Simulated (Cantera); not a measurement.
Input: 1 mol Fe2O3, 2.5 mol C, 1.2 mol H2, equilibrated at 61.0 mbar.

Equilibrium computed with Cantera from the NASA thermochemical tables; the gas is ideal and each condensed phase is pure. Candidate condensed phases: C, C6H6, C7H8, C8H18, Fe, Fe(CO)5, FeO, Fe(OH)2, Fe(OH)3, Fe2O3, Fe3O4, H2O; 114 gas species. Kinetics and transport are ignored.

At 1748 K, list the 4 most abundant gas species with their mole fractions, and the condensed phases.

CO 0.620, H2 0.245, H2O 0.0794, CO2 0.0557. Condensed: Fe(δ).
